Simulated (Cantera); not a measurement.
Charge: 1 mol c-C4F8, 1 mol H2, equilibrated at 1.00 Torr.

Method: chemical equilibrium by Gibbs-energy minimisation in Cantera with the NASA 1993 tables (ideal gas, pure condensed phases). Candidate condensed phases: C, C6H6, C7H8, C8H18; 110 gas species. Ions and electrons are included (thermal ionisation). The feed counts by its element totals alone. Gases not in the tables: C2F6 and larger saturated fluorocarbons. Equilibrium is a limit: real reactors are often held back by kinetics, nucleation or transport.

Question: Which condensed phases are stable at each of these points (T (°C)): 1727, 2227, 2727, 3227, 3727, 4227, 4727?

Answer: 
```json
[
 {"T (°C)": "1727", "condensed phases": "C(graphite)", "C condensed (%)": "57.3"},
 {"T (°C)": "2227", "condensed phases": "C(graphite)", "C condensed (%)": "83.7"},
 {"T (°C)": "2727", "condensed phases": "gas only", "C condensed (%)": "0.0"},
 {"T (°C)": "3227", "condensed phases": "gas only", "C condensed (%)": "0.0"},
 {"T (°C)": "3727", "condensed phases": "gas only", "C condensed (%)": "0.0"},
 {"T (°C)": "4227", "condensed phases": "gas only", "C condensed (%)": "0.0"},
 {"T (°C)": "4727", "condensed phases": "gas only", "C condensed (%)": "0.0"}
]
```

From 1727 °C to 2227 °C the condensed part is C(graphite). From 2727 °C to 4727 °C nothing is condensed.
